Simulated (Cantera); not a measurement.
Feed: 1 mol PbF2, 0.15 mol H2, equilibrated at 0.525 Torr.

Equilibrium computed with Cantera from the NASA thermochemical tables; the gas is ideal and each condensed phase is pure. Candidate condensed phases: Pb, PbF2; 16 gas species. Kinetics and transport are ignored.

x: gas mole fraction; n: condensed amount in mol.

```tsv
T (K)	x HF	x PbF2	x PbF4	x Pb	x PbF	x H2	n Pb(l)	n PbF2(s)
798	0.998	0.000143	0.00114	8.18e-5	1.72e-6	0.00113	0.150	0.850
873	0.984	0.00238	0.0128	0.000908	3.88e-5	0.000252	0.154	0.842
948	0.874	0.0246	0.0937	0.00684	0.000522	5.92e-5	[?]	0.777
1023	0.363	0.165	0.430	0.0381	0.00456	3.98e-6	[?]	0
1098	0.274	0.316	0.225	0.167	0.0180	2.70e-6	[?]	0
1173	0.231	0.363	0.138	0.238	0.0302	1.36e-6	0	0
1248	0.231	0.390	0.122	0.219	0.0379	7.07e-7	0	0
1323	0.231	0.413	0.109	0.201	0.0461	3.99e-7	0	0
1398	0.231	0.431	0.0980	0.186	0.0545	2.40e-7	0	0
1473	0.231	0.445	0.0888	0.173	0.0630	1.52e-7	0	0
```

Some entries are withheld; supply them.


- 948, n Pb(l): 0.180
- 1023, n Pb(l): 0.473
- 1098, n Pb(l): 0.204
